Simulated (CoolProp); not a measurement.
Vapour-liquid equilibrium of R114 (1) + R113 (2) at 316.3 K; x and y are mole fractions of (1).

Values from CoolProp's multi-fluid Helmholtz-energy mixture model, Platzer 1990 and Marx 1992; pair parameters Bell 2016. This equation is an older, rougher fit; its heat capacities, sound speeds and derivatives of the liquid may be far off and weren't checked against measurements.

```csv
x,"bubble pressure, mixture model (bar)","bubble pressure, Raoult's law (bar)","y, mixture model","y, Raoult's law"
0.05,1.008,1.014,0.173,0.182
0.125,1.215,1.226,0.362,0.377
0.2,1.424,1.438,0.498,0.515
0.275,1.635,1.651,0.600,0.617
0.35,1.846,1.863,0.679,0.695
0.425,2.058,2.075,0.743,0.758
0.5,2.269,2.287,0.794,0.809
0.575,2.481,2.499,0.838,0.852
0.65,2.693,2.711,0.875,0.887
0.725,2.905,2.923,0.907,0.918
0.8,3.119,3.136,0.936,0.944
0.875,3.334,3.348,0.962,0.967
0.95,3.553,3.560,0.985,0.988
```

The largest gap from Raoult's law is -1.0 % in bubble pressure, at x = 0.2. No azeotrope shows between x = 0.05 and 0.95.

The pair parameters rest on a limited set of measurements; away from them the model extrapolates.
